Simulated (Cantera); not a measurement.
What does this Cantera script print?

```python
import numpy as np
import cantera as ct

gas = ct.Solution("gri30.yaml")
gas.TPX = 2375, 1300, {'CH4': 0.011, 'H2': 1, 'N2': 0.00046}
reactor = ct.IdealGasConstPressureReactor(gas, energy="off", clone=False)
net = ct.ReactorNet([reactor])
net.rtol, net.atol = 1e-08, 1e-18
show = ['CH4', 'H2', 'C2H4', 'HCN', 'CH2', 'C2H6', 'CH3']
times = np.geomspace(0.0001, 1, 14)

steps = ct.SolutionArray(gas, extra=["t"])
rows = []
print(f"{'t/s':>10s}{'T/K':>9s}{'P/Pa':>11s}" + "".join(f"{s:>11s}" for s in show))
for t in times:
    while net.time < t:
        t_next = net.step()
        steps.append(gas.state, t=t_next)
    rows.append([np.interp(t, steps.t, y) for y in (steps.T, steps.P, *steps(*show).X.T)])
    print(f"{t:10.3e}{rows[-1][0]:9.1f}{rows[-1][1]:11.4g}" + "".join(f"{x:11.3e}" for x in rows[-1][2:]))
rate = np.gradient(steps.T, steps.t)
print("integrator steps:", len(steps.t))
if steps.T.max() > steps.T[0] + 200:
    print(f"time of steepest temperature rise: {steps.t[rate.argmax()]:.4e} s")
gas.TPX = 2375, 1300, {'CH4': 0.011, 'H2': 1, 'N2': 0.00046}
gas.equilibrate("TP")
print(f"equilibrium (TP): T = {gas.T:.1f} K  " + "  ".join(f"{s} {gas[s].X[0]:.3e}" for s in show))
```

It prints:

```
       t/s      T/K       P/Pa        CH4         H2       C2H4        HCN        CH2       C2H6        CH3
 1.000e-04   2375.0       1300  1.074e-02  9.882e-01  3.701e-08  2.288e-14  1.008e-07  2.728e-09  1.294e-04
 2.031e-04   2375.0       1300  1.063e-02  9.876e-01  2.227e-07  1.407e-13  3.719e-07  9.557e-09  2.346e-04
 4.125e-04   2375.0       1300  1.042e-02  9.866e-01  1.241e-06  1.455e-12  1.407e-06  3.220e-08  4.395e-04
 8.377e-04   2375.0       1300  9.989e-03  9.845e-01  5.353e-06  2.003e-11  5.164e-06  9.567e-08  8.210e-04
 1.701e-03   2375.0       1300  9.126e-03  9.805e-01  1.534e-05  2.863e-10  1.712e-05  2.200e-07  1.451e-03
 3.455e-03   2375.0       1300  7.233e-03  9.743e-01  2.601e-05  3.411e-09  4.253e-05  2.960e-07  2.082e-03
 7.017e-03   2375.0       1300  3.887e-03  9.684e-01  1.587e-05  2.407e-08  5.382e-05  1.332e-07  1.699e-03
 1.425e-02   2375.0       1300  1.307e-03  9.637e-01  3.305e-06  8.254e-08  3.267e-05  1.909e-08  7.383e-04
 2.894e-02   2375.0       1300  3.758e-04  9.586e-01  6.929e-07  1.655e-07  1.429e-05  1.846e-09  2.559e-04
 5.878e-02   2375.0       1300  1.098e-04  9.525e-01  3.307e-07  2.538e-07  5.966e-06  1.799e-10  8.859e-05
 1.194e-01   2375.0       1300  3.204e-05  9.441e-01  2.347e-07  3.461e-07  2.586e-06  1.766e-11  3.140e-05
 2.424e-01   2375.0       1300  9.588e-06  9.310e-01  1.678e-07  4.534e-07  1.270e-06  1.884e-12  1.202e-05
 4.924e-01   2375.0       1300  3.930e-06  9.117e-01  1.136e-07  6.277e-07  9.233e-07  3.866e-13  6.559e-06
 1.000e+00   2375.0       1300  2.309e-06  8.909e-01  8.016e-08  1.070e-06  8.905e-07  1.569e-13  4.937e-06
integrator steps: 1412
equilibrium (TP): T = 2375.0 K  CH4 1.727e-06  H2 8.778e-01  C2H4 6.221e-08  HCN 6.037e-04  CH2 8.708e-07  C2H6 9.560e-14  CH3 4.222e-06
```

Detailed kinetics in Cantera: GRI-Mech 3.0 (53 species, 325 reactions). GRI-Mech 3.0 stops at C3 and has no aromatics, soot or wall deposition, so with more carbon than oxygen in the feed, carbon stays in small species such as C2H2 where larger ones or solid carbon would form. Radical loss at walls, strong at low pressure, is not modelled.
